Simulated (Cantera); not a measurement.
Input: 1 mol HBr, 3 mol H2, 0.12 mol O2, held at 1552 °C and 170 bar.

Equilibrium computed with Cantera from the NASA thermochemical tables; the gas is ideal and each condensed phase is pure. Candidate condensed phases: Br2, H2O; 12 gas species. The ideal-gas law is rough above about 30 bar. Kinetics and transport are ignored.

Base state: H2 0.690, HBr 0.250, H2O 0.0600, Br 0.000370, H 2.81e-5, Br2 1.50e-5 (mole fractions); condensed: gas only.

Task: What changes in the equilibrium state with this change: HBr replaced by H2S?

Result: 
```csv
species,before,after
H2,0.690,0.691
H2S,0,0.247
H2O,0.0600,0.0599
HBr,0.250,0
SH,0,0.00107
S2,0,0.000758
```
Further candidate phases: H2SO4, S.
